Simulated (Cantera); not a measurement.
What does this Cantera script print?

```python
import numpy as np
import cantera as ct

gas = ct.Solution("gri30.yaml")
gas.TPX = 1350, 86000, {'C3H8': 1, 'O2': 9.62, 'N2': 36.2}
reactor = ct.IdealGasConstPressureReactor(gas, energy="on", clone=False)
net = ct.ReactorNet([reactor])
net.rtol, net.atol = 1e-08, 1e-16
show = ['C3H8', 'O2', 'CH2', 'C2H2', 'NO2', 'HO2', 'C2H']
times = np.geomspace(2e-06, 4, 12)

steps = ct.SolutionArray(gas, extra=["t"])
rows = []
print(f"{'t/s':>10s}{'T/K':>9s}{'P/Pa':>11s}" + "".join(f"{s:>11s}" for s in show))
for t in times:
    while net.time < t:
        t_next = net.step()
        steps.append(gas.state, t=t_next)
    rows.append([np.interp(t, steps.t, y) for y in (steps.T, steps.P, *steps(*show).X.T)])
    print(f"{t:10.3e}{rows[-1][0]:9.1f}{rows[-1][1]:11.4g}" + "".join(f"{x:11.3e}" for x in rows[-1][2:]))
rate = np.gradient(steps.T, steps.t)
print("integrator steps:", len(steps.t))
if steps.T.max() > steps.T[0] + 200:
    print(f"time of steepest temperature rise: {steps.t[rate.argmax()]:.4e} s")
gas.TPX = 1350, 86000, {'C3H8': 1, 'O2': 9.62, 'N2': 36.2}
gas.equilibrate("HP")
print(f"equilibrium (HP): T = {gas.T:.1f} K  " + "  ".join(f"{s} {gas[s].X[0]:.3e}" for s in show))
```

Result:

```
       t/s      T/K       P/Pa       C3H8         O2        CH2       C2H2        NO2        HO2        C2H
 2.000e-06   1349.9    8.6e+04  2.135e-02  2.055e-01  1.127e-11  1.901e-12  5.057e-22  1.660e-06  4.001e-20
 7.479e-06   1349.7    8.6e+04  2.132e-02  2.054e-01  2.128e-10  1.622e-10  4.237e-19  1.181e-05  1.314e-17
 2.797e-05   1348.9    8.6e+04  2.115e-02  2.053e-01  3.514e-09  9.714e-09  7.248e-17  3.958e-05  2.923e-15
 1.046e-04   1348.4    8.6e+04  1.993e-02  2.046e-01  1.980e-08  6.633e-07  6.898e-15  3.348e-05  4.300e-13
 3.911e-04   1385.2    8.6e+04  9.592e-03  1.937e-01  5.234e-07  7.056e-05  3.283e-12  3.198e-04  8.576e-10
 1.463e-03   2360.6    8.6e+04  2.148e-53  9.526e-02  1.112e-18  1.151e-23  1.787e-07  4.460e-06  3.587e-25
 5.470e-03   2375.9    8.6e+04  3.803e-54  9.481e-02  6.969e-19  7.130e-24  7.607e-07  4.782e-06  2.100e-25
 2.045e-02   2371.1    8.6e+04  3.342e-54  9.343e-02  6.432e-19  6.485e-24  2.560e-06  4.669e-06  1.864e-25
 7.649e-02   2362.2    8.6e+04  2.597e-54  9.084e-02  5.491e-19  5.383e-24  5.912e-06  4.461e-06  1.480e-25
 2.860e-01   2359.0    8.6e+04  2.364e-54  8.991e-02  5.174e-19  5.022e-24  7.115e-06  4.387e-06  1.360e-25
 1.070e+00   2359.0    8.6e+04  2.363e-54  8.990e-02  5.172e-19  5.019e-24  7.122e-06  4.386e-06  1.359e-25
 4.000e+00   2359.0    8.6e+04  2.363e-54  8.990e-02  5.172e-19  5.019e-24  7.122e-06  4.386e-06  1.359e-25
integrator steps: 1929
time of steepest temperature rise: 4.5204e-04 s
equilibrium (HP): T = 2359.0 K  C3H8 4.696e-54  O2 8.990e-02  CH2 8.541e-19  C2H2 5.836e-24  NO2 7.122e-06  HO2 4.386e-06  C2H 1.502e-25
```

Cantera simulation using GRI-Mech 3.0 (53 species, 325 reactions); the numbers are that mechanism's predictions, not measurements. GRI-Mech 3.0 was tuned for natural gas; its chemistry of propane as a main component is partial and can be far from experiment.
